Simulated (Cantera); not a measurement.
A Cantera script and what it prints.

```python
import numpy as np
import cantera as ct

gas_names = """
    H HNO HNO2 HNO3 HO2 H2 H2O H2O2 N NH NH2 NH3 NH2OH NO NO2 NO3 N2 N2H2 N2H4 N2O O OH O2 O3 Zr ZrN ZrO
    ZrO2
""".split()
cond_names = """
    H2O(s) H2O(L) Zr(a) Zr(b) Zr(L) ZrN(s) ZrN(L) ZrO2(a) ZrO2(b) ZrO2(L)
""".split()


def load(file, names, dense=False):
    # The tables refer to 1 bar. Condensed volumes are neglected.
    table = {s.name: s for s in ct.Species.list_from_file(file)}
    out = []
    for n in names:
        d = dict(table[n].input_data)
        d["thermo"] = dict(d["thermo"], **{"reference-pressure": 1e5})
        if dense:
            d["equation-of-state"] = {"model": "constant-volume", "density": "1e6 g/cm^3"}
        out.append(ct.Species.from_dict(d))
    return out


gas = ct.Solution(thermo="ideal-gas", species=load("nasa_gas.yaml", gas_names))
cond = {s.name: ct.Solution(thermo="fixed-stoichiometry", species=[s], name=s.name)
        for s in load("nasa_condensed.yaml", cond_names, dense=True)}
atoms = {
    'ZrO2': {'Zr': 1, 'O': 2},
    'H2': {'H': 2},
    'N2': {'N': 2},
}
top_T = {}  # K; cautious upper limits of use, not melting points


def equilibrate(T, P, feed):
    n = {}
    for name, mol in feed.items():
        for a, k in atoms[name].items():
            n[a] = n.get(a, 0.0) + k * mol
    gas.TPX = T, P, n
    mass = sum(n.values()) * gas.mean_molecular_weight
    gas.equilibrate("TP")
    valid = [c for c in cond.values() if c.min_temp <= T <= top_T.get(c.name, c.max_temp)]
    mix = ct.Mixture([(gas, mass / gas.mean_molecular_weight)] + [(c, 0.0) for c in valid])
    mix.T, mix.P = T, P
    mix.equilibrate("TP", solver="vcs", rtol=1e-11, max_steps=5000)
    return mix


results = []
T = 1473  # K
P = 101325  # Pa
for m in [5.7, 14, 23, 31, 40, 49, 57, 66]:
    feed = {'ZrO2': 1, 'H2': m, 'N2': 1.2}  # mol
    mix = equilibrate(T, P, feed)
    results.append((T, P, feed, dict(zip(mix.species_names, mix.species_moles))))

top = {s: max(r[3][s] / sum(r[3][g] for g in gas_names) for r in results) for s in gas_names}
cols = sorted((s for s in top if top[s] > 1e-05), key=lambda s: -top[s])[:8]
seen = [c for c in cond_names if any(r[3].get(c, 0) > 1e-12 for r in results)]
print("log10 of partial pressures in bar; condensed amounts in mol")
print(f"{'n(H2)':>10s}" + "".join(f"{s[:9]:>10s}" for s in cols + seen))
for T, P, feed, n in results:
    ng = sum(n[g] for g in gas_names)
    print(f"{feed['H2']:10.4g}" + "".join(f"{np.log10(max(n[s] / ng * P / 1e5, 1e-99)):10.3f}" for s in cols)
          + "".join(f"{n.get(c, 0):10.4g}" for c in seen))
```

Output:

```
log10 of partial pressures in bar; condensed amounts in mol
     n(H2)        H2        N2       NH3       H2O         H    ZrN(s)   ZrO2(a)
       5.7    -0.077    -0.754    -4.665    -4.889    -4.937 4.393e-05         1
        14    -0.030    -1.097    -4.766    -4.928    -4.913 8.858e-05    0.9999
        23    -0.016    -1.299    -4.846    -4.965    -4.906 0.0001295    0.9999
        31    -0.011    -1.423    -4.900    -4.990    -4.903 0.0001626    0.9998
        40    -0.007    -1.530    -4.948    -5.013    -4.901 0.0001972    0.9998
        49    -0.005    -1.616    -4.987    -5.032    -4.900   0.00023    0.9998
        57    -0.003    -1.680    -5.017    -5.047    -4.900 0.0002578    0.9997
        66    -0.002    -1.743    -5.047    -5.061    -4.899  0.000288    0.9997
```

Cantera equilibrium calculation (NASA polynomials, part measured and part estimated; ideal gas, pure solids and liquids). Mutual solubility and eutectic melting of coexisting phases are not modelled. ZrN: taken at fixed stoichiometry. Condensed phases not in the tables: solid solutions among these carbides, nitrides and lower oxides.
